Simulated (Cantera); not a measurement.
A perfectly stirred reactor is fed with 0.227 % C2H6, 99.8 % N2, at 0.0132 atm; it is held at 1525 K, and followed from long to short residence time.

Cantera simulation using GRI-Mech 3.0 (53 species, 325 reactions); the numbers are that mechanism's predictions, not measurements. GRI-Mech 3.0 stops at C3 and has no aromatics, soot or wall deposition, so with more carbon than oxygen in the feed, carbon stays in small species such as C2H2 where larger ones or solid carbon would form. Radical loss at walls, strong at low pressure, is not modelled.

x: mole fraction; the columns are a selection and need not sum to one.

| τ (s) | x C2H6 | x CH2 | x CH3 | x HCN | x H2 | x C2H4 |
|---|---|---|---|---|---|---|
| 3.9 | 3.98e-6 | 4.83e-7 | 4.87e-5 | 7.22e-5 | 0.00419 | … |
| 1.8 | 8.07e-6 | 6.98e-7 | 6.96e-5 | 5.37e-5 | 0.00409 | … |
| 0.81 | 1.67e-5 | 9.99e-7 | 0.000101 | 3.88e-5 | 0.00393 | … |
| 0.37 | 3.39e-5 | 1.38e-6 | 0.000147 | 2.76e-5 | 0.00372 | … |
| 0.17 | 6.84e-5 | 1.84e-6 | 0.000212 | 1.92e-5 | 0.00340 | … |
| 0.077 | 0.000139 | 2.36e-6 | 0.000307 | 1.28e-5 | 0.00296 | … |
| 0.035 | 0.000279 | 2.83e-6 | 0.000436 | 8.14e-6 | 0.00237 | … |
| 0.016 | 0.000544 | 3.05e-6 | 0.000581 | 4.67e-6 | 0.00167 | … |
| 0.0074 | 0.000979 | 2.75e-6 | 0.000674 | 2.20e-6 | 0.000963 | … |
| 0.0034 | 0.00153 | 1.82e-6 | 0.000614 | 6.74e-7 | 0.000382 | … |
| 0.0015 | 0.00197 | 6.49e-7 | 0.000402 | 6.41e-8 | 7.19e-5 | … |

Question: Some entries are withheld; supply them.

Answer: 
- 3.9, x C2H4: 2.42e-5
- 1.8, x C2H4: 4.62e-5
- 0.81, x C2H4: 8.86e-5
- 0.37, x C2H4: 0.000164
- 0.17, x C2H4: 0.000289
- 0.077, x C2H4: 0.000479
- 0.035, x C2H4: 0.000701
- 0.016, x C2H4: 0.000834
- 0.0074, x C2H4: 0.000716
- 0.0034, x C2H4: 0.000369
- 0.0015, x C2H4: 8.23e-5
